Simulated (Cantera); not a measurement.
Input (Python, Cantera) and output of one run.

```python
import numpy as np
import cantera as ct

gas_names = """
    CL CL2 Fe FeCL FeCL2 FeCL3 Fe2CL4 Fe2CL6 H HCL H2
""".split()
cond_names = """
    Fe(a) Fe(c) Fe(d) Fe(L) FeCL2(s) FeCL2(L) FeCL3(s) FeCL3(L)
""".split()


# ... load() reads the species with a 1 bar reference pressure and builds the phases ...
atoms = {
    'Fe': {'Fe': 1},
    'HCl': {'H': 1, 'CL': 1},
}
top_T = {}  # K; cautious upper limits of use, not melting points


# ... equilibrate(T, P, feed) seeds the gas with the atoms and calls Mixture.equilibrate('TP', solver="vcs", rtol=1e-11, max_steps=5000) ...
results = []
feed = {'Fe': 1, 'HCl': 0.11}  # mol
P = 1333.22  # Pa
for T in [973, 1023, 1073, 1123, 1173, 1223, 1273, 1323, 1373, 1423, 1473, 1523, 1573]:
    mix = equilibrate(T, P, feed)
    results.append((T, P, feed, dict(zip(mix.species_names, mix.species_moles))))

top = {s: max(r[3][s] / sum(r[3][g] for g in gas_names) for r in results) for s in gas_names}
cols = sorted((s for s in top if top[s] > 0.0001), key=lambda s: -top[s])[:6]
seen = [c for c in cond_names if any(r[3].get(c, 0) > 1e-12 for r in results)]
print("log10 of partial pressures in bar; condensed amounts in mol")
print(f"{'T/K':>10s}" + "".join(f"{s[:9]:>10s}" for s in cols + seen))
for T, P, feed, n in results:
    ng = sum(n[g] for g in gas_names)
    print(f"{T:10.4g}" + "".join(f"{np.log10(max(n[s] / ng * P / 1e5, 1e-99)):10.3f}" for s in cols)
          + "".join(f"{n.get(c, 0):10.4g}" for c in seen))
```

Output:

```
log10 of partial pressures in bar; condensed amounts in mol
       T/K       HCL        H2     FeCL2    Fe2CL4         H        CL     Fe(a)     Fe(c)
       973    -2.131    -2.517    -2.559    -3.855   -10.225    -9.864    0.9752         0
      1023    -2.153    -2.497    -2.517    -4.145    -9.631    -9.323    0.9739         0
      1073    -2.174    -2.477    -2.487    -4.424    -9.092    -8.833    0.9726         0
      1123    -2.194    -2.459    -2.464    -4.686    -8.600    -8.387    0.9713         0
      1173    -2.213    -2.442    -2.445    -4.930    -8.150    -7.979    0.9702         0
      1223    -2.231    -2.428    -2.430    -5.157    -7.736    -7.603         0    0.9692
      1273    -2.247    -2.416    -2.417    -5.367    -7.355    -7.257         0    0.9683
      1323    -2.263    -2.405    -2.405    -5.563    -7.002    -6.937         0    0.9675
      1373    -2.278    -2.395    -2.395    -5.744    -6.675    -6.640         0    0.9668
      1423    -2.292    -2.386    -2.386    -5.913    -6.371    -6.363         0    0.9661
      1473    -2.305    -2.378    -2.378    -6.072    -6.087    -6.105         0    0.9654
      1523    -2.317    -2.371    -2.371    -6.220    -5.822    -5.864         0    0.9649
      1573    -2.329    -2.365    -2.365    -6.358    -5.573    -5.637         0    0.9643
```

Equilibrium computed with Cantera from the NASA thermochemical tables; the gas is ideal and each condensed phase is pure.
